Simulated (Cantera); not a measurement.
Charge: 1 mol PbO, 3.7 mol CO, equilibrated at 1052 °C and 63.0 Pa.

Cantera equilibrium calculation (NASA polynomials, part measured and part estimated; ideal gas, pure solids and liquids). Candidate condensed phases: C, Pb, PbO, PbO2, Pb3O4; 15 gas species. Rates play no part.

Base state: CO 0.574, CO2 0.213, Pb 0.213, PbO 1.52e-5 (mole fractions); condensed: gas only.

**Question.** What changes in the equilibrium state with this change: temperature from 1052 °C to 2077 °C?

**Answer.** 
| species | before | after |
|---|---|---|
| CO | 0.574 | 0.617 |
| Pb | 0.213 | 0.198 |
| CO2 | 0.213 | 0.129 |
| O | <1e-9 | 0.0347 |
| O2 | <1e-9 | 0.0174 |
| PbO | 1.52e-5 | 0.00323 |
